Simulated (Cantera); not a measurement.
Feed: 1 mol Si(CH₃)₄, 0.011 mol C₂H₄, 1800 mol H₂, at 1148.15 K.

Equilibrium computed with Cantera from the NASA thermochemical tables; the gas is ideal and each condensed phase is pure. Candidate condensed phases: C, C₆H₆, C₇H₈, C₈H₁₈, Si, SiC; 87 gas species. The numbers say what is thermodynamically allowed, not how fast it happens.

x: gas mole fraction; n: condensed amount in mol.

| P (Pa) | x H₂ | x CH₄ | x H | x C₂H₄ | x C₂H₂ (acetylene) | x SiH₄ | x CH₃ | n C(graphite) | n SiC(s) |
|---|---|---|---|---|---|---|---|---|---|
| 100 | 1.000 | 2.38e-5 | 2.27e-6 | 1.06e-9 | 3.72e-8 | <1e-12 | 1.01e-9 | 2.98 | 1.00 |
| 270 | 1.000 | 6.42e-5 | 1.38e-6 | 2.86e-9 | 3.72e-8 | 1.92e-12 | 1.66e-9 | 2.91 | 1.00 |
| 720 | 1.000 | ___ | ___ | ___ | 3.72e-8 | ___ | ___ | 2.71 | 1.00 |
| 1900 | 1.000 | 0.000451 | 5.21e-7 | 2.01e-8 | 3.72e-8 | 1.35e-11 | 4.40e-9 | 2.21 | 1.00 |
| 5200 | 0.999 | 0.00123 | 3.15e-7 | 5.50e-8 | 3.72e-8 | 3.68e-11 | 7.27e-9 | 0.798 | 1.00 |
| 14000 | 0.998 | 0.00168 | 1.92e-7 | 3.78e-8 | 9.50e-9 | 1.96e-10 | 6.02e-9 | 0 | 1.00 |
| 37000 | 0.998 | 0.00168 | ___ | ___ | ___ | ___ | ___ | 0 | 1.000 |
| 100000 | 0.998 | 0.00168 | 7.18e-8 | 5.29e-9 | 1.86e-10 | 1.00e-8 | 2.25e-9 | 0 | 1.000 |

Question: What belongs in the gaps?

Answer: 
- 720, x CH₄: 0.000171
- 720, x H: 8.47e-7
- 720, x C₂H₄: 7.62e-9
- 720, x SiH₄: 5.11e-12
- 720, x CH₃: 2.71e-9
- 37000, x H: 1.18e-7
- 37000, x C₂H₄: 1.43e-8
- 37000, x C₂H₂ (acetylene): 1.36e-9
- 37000, x SiH₄: 1.37e-9
- 37000, x CH₃: 3.70e-9
